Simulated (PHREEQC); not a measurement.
0.21 g of hydrous ferric oxide (600 m²/g; 0.2 weak and 0.005 strong sites per Fe, Dzombak-Morel constants, diffuse double layer) in 1 kg of water with 0.3 mol/kgw of an inert sodium salt and 0.00075 mol ZnCl2 and 0.00014 mol SrCl2, at 25 °C; the pH is set by adding NaOH or the inert anion's acid. Oxygen is held at 0.21 atm. The system is closed to CO2. Nothing may precipitate in this run.

Model: ion-association model, wateq4f.dat, run in PHREEQC.

Problem. Predict Zn sorbed (%) at pH = 5.12, 7, 8.88, 10.

Solution. 
```csv
pH,Zn sorbed (%)
5.12,1.0
7,26.4
8.88,41.0
10,33.2
```

Along this series the solution becomes supersaturated in solids that the run did not let form, among them Zn(OH)2-e, Zn5(OH)8Cl2.
